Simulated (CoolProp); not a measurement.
R142b along the isotherm 196.85 °C: fugacity coefficient from the reference equation and from simpler models built on Tc = 137.1 °C, pc = 40.55 bar, ω = 0.232; each cubic takes its own stable root.

Computed with CoolProp (reference Helmholtz-energy equation of state, Lemmon 2006). It is a short technical equation, of lower accuracy than the large ones.

| p (bar) | phase | reference |
|---|---|---|
| 0.321 | gas | 0.9983 |
| 0.541 | gas | 0.9971 |
| 0.913 | gas | 0.9951 |
| 1.54 | gas | 0.9918 |
| 2.6 | gas | 0.9861 |
| 4.39 | gas | 0.9766 |
| 7.41 | gas | 0.9607 |
| 12.5 | gas | 0.9342 |
| 21.1 | gas | 0.8901 |
| 35.6 | gas | 0.8179 |
| 60.1 | supercritical | 0.7021 |
| 101 | supercritical | 0.5469 |

**Question.** How far does each simpler model (van der Waals, Soave-Redlich-Kwong, Peng-Robinson) lie from the reference over these 12 states: mean and median of the absolute difference, and the worst?

**Answer.** 
- van der Waals: mean 0.4 %, median 0.1 %, worst -2.3 % at 196.85 °C and 101 bar
- Soave-Redlich-Kwong: mean 0.6 %, median 0.1 %, worst +4.8 % at 196.85 °C and 101 bar
- Peng-Robinson: mean 0.8 %, median 0.4 %, worst -2.5 % at 196.85 °C and 60.1 bar
